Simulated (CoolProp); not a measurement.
The numbers come from the reference Helmholtz-energy equation of state, Akasaka 2022 in CoolProp.

**Question.** Give the vapour pressure (MPa), liquid density (kg/m³), vapour density (kg/m³), enthalpy of vaporisation (kJ/kg) of saturated R1233zd(E) at 60.45, 80.25, 106.65 °C.

**Answer.** 
```csv
T (°C),p (MPa),liquid density (kg/m³),vapour density (kg/m³),enthalpy of vaporisation (kJ/kg)
60.45,0.396,1170,20.9,171
80.25,0.663,1110,34.9,158
106.65,1.20,1030,65.7,137
```
